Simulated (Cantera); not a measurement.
A closed system holds: 1 mol B₂H₆, 2.6 mol O₂, equilibrated at 2398.15 K and 0.430 bar.

These are equilibrium values from Cantera (NASA tables, ideal gas, pure condensed phases), not measurements of a reactor. Candidate condensed phases: B, B₂O₃, B₃O₃H₃, H₂O; 23 gas species. The feed counts by its element totals alone. Equilibrium is a limit: real reactors are often held back by kinetics, nucleation or transport.

Base state: H₂O 0.361, HBO₂ 0.359, H₂ 0.193, B₂O₃ 0.0631, H 0.0106, BO₂ 0.00433, OH 0.00363, HBO 0.00336 (mole fractions); condensed: gas only.

Problem. What changes in the equilibrium state with this change: O₂ from 2.6 to 1.7 mol?

Solution. 
| species | before | after |
|---|---|---|
| H₂ | 0.193 | 0.578 |
| HBO₂ | 0.359 | 0.174 |
| B₂O₃ | 0.0631 | 0.126 |
| H₂O | 0.361 | 0.0428 |
| HBO | 0.00336 | 0.0413 |
| BO | 0.00192 | 0.0136 |
| H | 0.0106 | 0.0183 |
| O₂ | 0.000104 | 1.61e-7 |
| B₂O₂ | 9.72e-5 | 0.00491 |
| O | 0.000133 | 5.26e-6 |
| OH | 0.00363 | 0.000248 |
| BO₂ | 0.00433 | 0.00121 |
